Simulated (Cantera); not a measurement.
An adiabatic, constant-volume homogeneous reactor starts with CO : H₂ : CH₄ : O₂ : N₂ = 1 : 0.26 : 0.035 : 0.636 : 2.39 (molar parts), at 1250 K and 5.00 bar. Integrator tolerance rtol = 1e-08.

Cantera simulation using GRI-Mech 3.0 (53 species, 325 reactions); the numbers are that mechanism's predictions, not measurements. Above 3000 K some thermodynamic fits are extrapolated.

Question: What does this change do: CO 1 to 2.1 parts?

Answer: 
```
quantity                                                            before                                    after
---------------------------------  ---------------------------------------  ---------------------------------------
time of steepest temperature rise                                  21.0 µs                                  24.0 µs
temperature at 6.00 s                                               3005 K                                   3018 K
equilibrium temperature                                             3005 K                                   3018 K
x(CO) at 6.00 s                        0.103 (gas-phase equilibrium 0.103)      0.259 (gas-phase equilibrium 0.259)
x(H₂) at 6.00 s                    0.00597 (gas-phase equilibrium 0.00597)    0.0101 (gas-phase equilibrium 0.0101)
x(CH₄) at 6.00 s                     <1e-12 (gas-phase equilibrium <1e-12)    <1e-12 (gas-phase equilibrium <1e-12)
x(NO₂) at 6.00 s                   9.68e-6 (gas-phase equilibrium 9.68e-6)  1.77e-6 (gas-phase equilibrium 1.77e-6)
x(H₂O₂) at 6.00 s                  6.32e-7 (gas-phase equilibrium 6.32e-7)  2.11e-7 (gas-phase equilibrium 2.11e-7)
```

Question: What does this change do: pressure from 5.00 bar to 10.0 bar?

Answer: 
```tsv
quantity	before	after
time of steepest temperature rise	21.0 µs	19.9 µs
temperature at 6.00 s	3005 K	3067 K
equilibrium temperature	3005 K	3067 K
x(CO) at 6.00 s	0.103 (gas-phase equilibrium 0.103)	0.0980 (gas-phase equilibrium 0.0980)
x(H₂) at 6.00 s	0.00597 (gas-phase equilibrium 0.00597)	0.00551 (gas-phase equilibrium 0.00551)
x(CH₄) at 6.00 s	<1e-12 (gas-phase equilibrium <1e-12)	<1e-12 (gas-phase equilibrium <1e-12)
x(NO₂) at 6.00 s	9.68e-6 (gas-phase equilibrium 9.68e-6)	1.29e-5 (gas-phase equilibrium 1.29e-5)
x(H₂O₂) at 6.00 s	6.32e-7 (gas-phase equilibrium 6.32e-7)	9.61e-7 (gas-phase equilibrium 9.61e-7)
```
